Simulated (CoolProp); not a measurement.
Vapour-liquid equilibrium of n-butane (1) + benzene (2) at 332.7 K; x and y are mole fractions of (1).

Computed with CoolProp (multi-fluid Helmholtz-energy mixture model, Bücker 2006 and Thol 2012; pair parameters Bell 2016).

| x | bubble pressure (kPa) | y at the bubble point | dew pressure at overall composition x (kPa) | liquid density (mol/L) |
|---|---|---|---|---|
| 0.05 | 87.59 | 0.434 | 54.00 | 10.65 |
| 0.125 | 142.2 | 0.671 | 58.38 | 10.56 |
| 0.2 | 195.5 | 0.776 | 63.53 | 10.46 |
| 0.275 | 246.4 | 0.834 | 69.68 | 10.36 |
| 0.35 | 293.9 | 0.871 | 77.14 | 10.26 |
| 0.425 | 337.9 | 0.897 | 86.38 | 10.15 |
| 0.5 | 378.6 | 0.916 | 98.12 | 10.03 |
| 0.575 | 416.5 | 0.931 | 113.5 | 9.911 |
| 0.65 | 452.6 | 0.944 | 134.6 | 9.783 |
| 0.725 | 487.9 | 0.956 | 165.3 | 9.651 |
| 0.8 | 523.6 | 0.967 | 213.7 | 9.512 |
| 0.875 | 561.0 | 0.978 | 299.8 | 9.367 |
| 0.95 | 601.7 | 0.991 | 470.8 | 9.217 |

No azeotrope shows between x = 0.05 and 0.95.

The pair parameters rest on a limited set of measurements; away from them the model extrapolates.
